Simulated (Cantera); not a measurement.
What does this Cantera script print?

```python
import numpy as np
import cantera as ct

gas_names = """
    Cu CuF CuF2 Cu2 F F2 H HF H2 H2F2 H3F3 H4F4 H5F5 H6F6 H7F7
""".split()
cond_names = """
    Cu(cr) Cu(L) CuF2(s) CuF2(L)
""".split()


# ... load() reads the species with a 1 bar reference pressure and builds the phases ...
atoms = {
    'Cu': {'Cu': 1},
    'HF': {'H': 1, 'F': 1},
}
top_T = {}  # K; cautious upper limits of use, not melting points


# ... equilibrate(T, P, feed) seeds the gas with the atoms and calls Mixture.equilibrate('TP', solver="vcs", rtol=1e-11, max_steps=5000) ...
results = []
feed = {'Cu': 1, 'HF': 7.2}  # mol
T = 1098.15  # K
P = 110  # Pa
mix = equilibrate(T, P, feed)
results.append((T, P, feed, dict(zip(mix.species_names, mix.species_moles))))
print(gas.report(threshold=0.0001))
for i in range(1, mix.n_phases):
    print(f"{mix.phase(i).name:16s} {mix.phase_moles(i):12.5e} mol")
```

Output:

```
       temperature   1098.2 K
          pressure   110 Pa
           density   0.00024106 kg/m^3
  mean mol. weight   20.009 kg/kmol
   phase of matter   gas

                          1 kg             1 kmol
                     ---------------   ---------------
          enthalpy        -1.244e+07        -2.489e+08  J
   internal energy       -1.2896e+07       -2.5803e+08  J
           entropy             13432        2.6877e+05  J/K
    Gibbs function        -2.719e+07       -5.4405e+08  J
 heat capacity c_p            1529.9             30611  J/K
 heat capacity c_v            1114.3             22297  J/K

                      mass frac. Y      mole frac. X     chem. pot. / RT
                     ---------------   ---------------   ---------------
                HF           0.99979           0.99992           -59.588
     [  +14 minor]        0.00020924        7.5103e-05

Cu(cr)            9.99638e-01 mol
CuF2(s)           0.00000e+00 mol
```

These are equilibrium values from Cantera (NASA tables, ideal gas, pure condensed phases), not measurements of a reactor.
